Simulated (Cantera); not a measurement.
## Stirred combustor or abatement burner

A perfectly stirred reactor is fed with 7.84 % CH₄, 0.768 % H₂, 11.4 % O₂, 79.9 % N₂, at 5.00 bar; it is adiabatic with a 550 K inlet, and is followed from long to short residence time, starting on the burning branch (τ in s: 0.085, 0.044, 0.023, 0.012, 0.0062, 0.0032, 0.0017, 0.00087, 0.00045, 0.00023, 0.00012, 6.3e-05, 3.3e-05).

Cantera simulation using GRI-Mech 3.0 (53 species, 325 reactions); the numbers are that mechanism's predictions, not measurements.

```
τ (s)    T (K)    x CH₄     x H₂     x O₂    x C₂H₄   x CH₂O    x HCO    x HCN
-------  -----  -------  -------  -------  --------  -------  -------  -------
0.085     1688  0.00586   0.0265  0.00124  0.000117  9.01e-6  8.44e-9  1.53e-6
0.044     1681  0.00630   0.0254  0.00199  0.000177  1.42e-5  1.43e-8  1.42e-6
0.023     1668  0.00671   0.0247  0.00312  0.000267  2.23e-5  2.56e-8  1.20e-6
0.012     1646  0.00722   0.0241  0.00494  0.000409  3.65e-5  4.89e-8  8.79e-7
0.0062    1606  0.00827   0.0237  0.00836  0.000662  6.83e-5  1.04e-7  4.54e-7
0.0032     550   0.0784  0.00768    0.114    <1e-12   <1e-12   <1e-12   <1e-12
0.0017     550   0.0784  0.00768    0.114    <1e-12   <1e-12   <1e-12   <1e-12
0.00087    550   0.0784  0.00768    0.114    <1e-12   <1e-12   <1e-12   <1e-12
0.00045    550   0.0784  0.00768    0.114    <1e-12   <1e-12   <1e-12   <1e-12
0.00023    550   0.0784  0.00768    0.114    <1e-12   <1e-12   <1e-12   <1e-12
0.00012    550   0.0784  0.00768    0.114    <1e-12   <1e-12   <1e-12   <1e-12
6.3e-5     550   0.0784  0.00768    0.114    <1e-12   <1e-12   <1e-12   <1e-12
3.3e-5     550   0.0784  0.00768    0.114    <1e-12   <1e-12   <1e-12   <1e-12
```
x: mole fraction; the columns are a selection and need not sum to one.
